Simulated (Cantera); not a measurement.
A closed system holds: 1 mol Cu2O, 1.9 mol CH4, 0.14 mol N2, held at 0.100 bar.

Method: chemical equilibrium by Gibbs-energy minimisation in Cantera with the NASA 1993 tables (ideal gas, pure condensed phases). Candidate condensed phases: C, C6H6, C7H8, C8H18, Cu, CuO, Cu(OH)2, Cu2O, H2O; 139 gas species. Kinetics and transport are ignored.

Problem. Which condensed phases are stable at each of these points (T (K)): 800, 950, 1100, 1250, 1400, 1550, 1700, 1850, 2000, 2150?

Solution. 
```csv
T (K),condensed phases,Cu condensed (%)
800,C(graphite) + Cu(s),100.0
950,C(graphite) + Cu(s),100.0
1100,C(graphite) + Cu(s),100.0
1250,C(graphite) + Cu(s),100.0
1400,C(graphite) + Cu(l),100.0
1550,C(graphite) + Cu(l),100.0
1700,C(graphite) + Cu(l),99.6
1850,C(graphite) + Cu(l),97.6
2000,C(graphite) + Cu(l),88.8
2150,C(graphite) + Cu(l),53.0
```

From 800 K to 1250 K the condensed part is C(graphite) + Cu(s). From 1400 K to 2150 K the condensed part is C(graphite) + Cu(l).
